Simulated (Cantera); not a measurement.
## Stirred combustor or abatement burner

A perfectly stirred reactor is fed with 26.1 % H2, 15.5 % O2, 58.4 % N2, at 760 Torr; it is adiabatic with a 625 K inlet, and is followed from long to short residence time, starting on the burning branch (τ in s: 0.076, 0.035, 0.016, 0.0071, 0.0032, 0.0015, 0.00067, 0.0003, 0.00014, 6.3e-05, 2.8e-05, 1.3e-05).

Model: the H2/O2 subset of GRI-Mech 3.0, which has no nitrogen chemistry, integrated in Cantera.

| τ (s) | T (K) | x H2 | x O2 | x O | x HO2 | x H2O2 | x OH | x H |
|---|---|---|---|---|---|---|---|---|
| 0.076 | 2424 | 0.00722 | 0.0284 | 0.00175 | 4.44e-6 | 2.86e-7 | 0.0118 | 0.00160 |
| 0.035 | 2421 | 0.00750 | 0.0285 | 0.00181 | 4.45e-6 | 2.83e-7 | 0.0120 | 0.00169 |
| 0.016 | 2413 | 0.00810 | 0.0286 | 0.00197 | 4.48e-6 | 2.77e-7 | 0.0124 | 0.00191 |
| 0.0071 | 2395 | 0.00941 | 0.0290 | 0.00231 | 4.58e-6 | 2.68e-7 | 0.0132 | 0.00244 |
| 0.0032 | 2359 | 0.0119 | 0.0298 | 0.00300 | 4.92e-6 | 2.64e-7 | 0.0146 | 0.00360 |
| 0.0015 | 2301 | 0.0157 | 0.0311 | 0.00421 | 5.83e-6 | 2.79e-7 | 0.0163 | 0.00589 |
| 0.00067 | 2209 | 0.0211 | 0.0333 | 0.00617 | 7.98e-6 | 3.36e-7 | 0.0179 | 0.0103 |
| 0.00030 | 2087 | 0.0270 | 0.0362 | 0.00875 | 1.18e-5 | 4.62e-7 | 0.0186 | 0.0173 |
| 0.00014 | 1949 | 0.0323 | 0.0397 | 0.0115 | 1.70e-5 | 7.15e-7 | 0.0180 | 0.0265 |
| 6.3e-5 | 1788 | 0.0376 | 0.0442 | 0.0140 | 2.45e-5 | 1.31e-6 | 0.0159 | 0.0384 |
| 2.8e-5 | 1612 | 0.0454 | 0.0511 | 0.0151 | 3.56e-5 | 2.69e-6 | 0.0127 | 0.0510 |
| 1.3e-5 | 1420 | 0.0689 | 0.0661 | 0.0126 | 5.63e-5 | 5.16e-6 | 0.00855 | 0.0563 |
x: mole fraction; the columns are a selection and need not sum to one.
